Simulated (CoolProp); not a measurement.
Vapour-liquid equilibrium of CH2F2 (R32) (1) + n-butane (2) at 751 kPa; x and y are mole fractions of (1).

The numbers come from the multi-fluid Helmholtz-energy mixture model, Tillner-Roth 1997 and Bücker 2006; pair parameters Bell 2016 in CoolProp.

```tsv
x	bubble temperature, mixture model (K)	bubble temperature, Raoult's law (K)	y, mixture model	y, Raoult's law
0.05	314.0	330.4	___	0.246
0.2	280.2	310.8	___	0.623
0.35	273.5	298.2	0.863	0.789
0.5	272.3	289.2	___	0.879
0.65	272.0	282.3	0.875	0.933
0.8	271.3	276.7	0.890	0.969
0.95	270.5	272.1	0.951	0.993
```

Fill in the missing entries.


- 0.05, y, mixture model: 0.461
- 0.2, y, mixture model: 0.818
- 0.5, y, mixture model: 0.871

The largest gap from Raoult's law is -30.6 K in bubble temperature, at x = 0.2. No azeotrope shows between x = 0.05 and 0.95.

Pair parameters are fitted to limited data, so mixtures are less certain than the pure fluids. With so large a gap from Raoult's law the liquid may split in two, which this calculation doesn't test in full.
